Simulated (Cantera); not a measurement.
What does this Cantera script print?

```python
import numpy as np
import cantera as ct

gas = ct.Solution("gri30.yaml")
gas.TPX = 1500, 1000000, {'CH4': 1, 'CO': 0.085, 'O2': 4.64, 'N2': 17.5, 'CO2': 4.2}
reactor = ct.IdealGasConstPressureReactor(gas, energy="on", clone=False)
net = ct.ReactorNet([reactor])
net.rtol, net.atol = 1e-08, 1e-16
show = ['CH4', 'CO', 'O2', 'H2O', 'H']
times = np.geomspace(2e-06, 3, 14)

steps = ct.SolutionArray(gas, extra=["t"])
rows = []
print(f"{'t/s':>10s}{'T/K':>9s}{'P/Pa':>11s}" + "".join(f"{s:>11s}" for s in show))
for t in times:
    while net.time < t:
        t_next = net.step()
        steps.append(gas.state, t=t_next)
    rows.append([np.interp(t, steps.t, y) for y in (steps.T, steps.P, *steps(*show).X.T)])
    print(f"{t:10.3e}{rows[-1][0]:9.1f}{rows[-1][1]:11.4g}" + "".join(f"{x:11.3e}" for x in rows[-1][2:]))
rate = np.gradient(steps.T, steps.t)
print("integrator steps:", len(steps.t))
if steps.T.max() > steps.T[0] + 200:
    print(f"time of steepest temperature rise: {steps.t[rate.argmax()]:.4e} s")
gas.TPX = 1500, 1000000, {'CH4': 1, 'CO': 0.085, 'O2': 4.64, 'N2': 17.5, 'CO2': 4.2}
gas.equilibrate("HP")
print(f"equilibrium (HP): T = {gas.T:.1f} K  " + "  ".join(f"{s} {gas[s].X[0]:.3e}" for s in show))
```

It prints:

```
       t/s      T/K       P/Pa        CH4         CO         O2        H2O          H
 2.000e-06   1500.0      1e+06  3.646e-02  3.099e-03  1.692e-01  2.050e-07  4.606e-09
 5.972e-06   1500.0      1e+06  3.646e-02  3.099e-03  1.692e-01  1.335e-06  8.015e-09
 1.783e-05   1500.0      1e+06  3.644e-02  3.099e-03  1.692e-01  1.300e-05  2.542e-08
 5.325e-05   1500.8      1e+06  3.617e-02  3.107e-03  1.690e-01  1.987e-04  1.696e-07
 1.590e-04   1553.9      1e+06  2.742e-02  6.366e-03  1.612e-01  9.307e-03  1.222e-05
 4.747e-04   2209.6      1e+06  2.676e-17  1.273e-03  9.475e-02  7.183e-02  1.797e-05
 1.418e-03   2209.5      1e+06  4.036e-20  1.272e-03  9.471e-02  7.183e-02  1.794e-05
 4.233e-03   2209.0      1e+06  1.226e-20  1.269e-03  9.459e-02  7.183e-02  1.788e-05
 1.264e-02   2207.7      1e+06  1.203e-20  1.259e-03  9.425e-02  7.184e-02  1.769e-05
 3.774e-02   2204.2      1e+06  1.141e-20  1.236e-03  9.337e-02  7.186e-02  1.721e-05
 1.127e-01   2198.4      1e+06  1.039e-20  1.197e-03  9.188e-02  7.189e-02  1.641e-05
 3.365e-01   2195.2      1e+06  9.877e-21  1.177e-03  9.108e-02  7.191e-02  1.600e-05
 1.005e+00   2195.1      1e+06  9.856e-21  1.176e-03  9.105e-02  7.191e-02  1.599e-05
 3.000e+00   2195.1      1e+06  9.856e-21  1.176e-03  9.105e-02  7.191e-02  1.599e-05
integrator steps: 1672
time of steepest temperature rise: 1.8011e-04 s
equilibrium (HP): T = 2195.1 K  CH4 1.465e-20  CO 1.176e-03  O2 9.105e-02  H2O 7.191e-02  H 1.599e-05
```

Detailed kinetics in Cantera: GRI-Mech 3.0 (53 species, 325 reactions).
